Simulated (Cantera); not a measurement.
Charge: 1 mol HgO, a varied amount of N₂, at 575 °C and 10.0 Torr.

Equilibrium computed with Cantera from the NASA thermochemical tables; the gas is ideal and each condensed phase is pure. Candidate condensed phases: Hg, HgO; 10 gas species. Equilibrium is a limit: real reactors are often held back by kinetics, nucleation or transport.

Question: At 0.6 mol N₂, list the 3 most abundant gas species with their mole fractions, and the condensed phases.

Answer: Hg 0.476, N₂ 0.286, O₂ 0.238. Condensed: gas only.
